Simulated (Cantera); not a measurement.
Cantera with NASA thermochemical tables; ideal gases at 1 bar, condensed phases pure. Values are per mole of reaction as written; species without (g) are pure solids or liquids, kept so even where they would boil at 1 bar. TiC: taken at fixed stoichiometry.

TiCl4 + C → TiC + 4 Cl(g)

| T (K) | ΔH° (kJ) | ΔS° (J/K) | ΔG° (kJ) | log10 K |
|---|---|---|---|---|
| 350 | ___ | ___ | ___ | ___ |
| 400 | ___ | ___ | ___ | ___ |
| 450 | 1100.9 | 414.9 | 914.2 | -106.12 |
| 500 | ___ | ___ | ___ | ___ |
| 550 | ___ | ___ | ___ | ___ |

Fill in the missing entries.


- 350, ΔH° (kJ): 1103.7
- 350, ΔS° (J/K): 421.8
- 350, ΔG° (kJ): 956.0
- 350, log10 K: -142.68
- 400, ΔH° (kJ): 1102.2
- 400, ΔS° (J/K): 418.0
- 400, ΔG° (kJ): 935.0
- 400, log10 K: -122.10
- 500, ΔH° (kJ): 1099.6
- 500, ΔS° (J/K): 412.1
- 500, ΔG° (kJ): 893.5
- 500, log10 K: -93.35
- 550, ΔH° (kJ): 1098.3
- 550, ΔS° (J/K): 409.7
- 550, ΔG° (kJ): 873.0
- 550, log10 K: -82.91
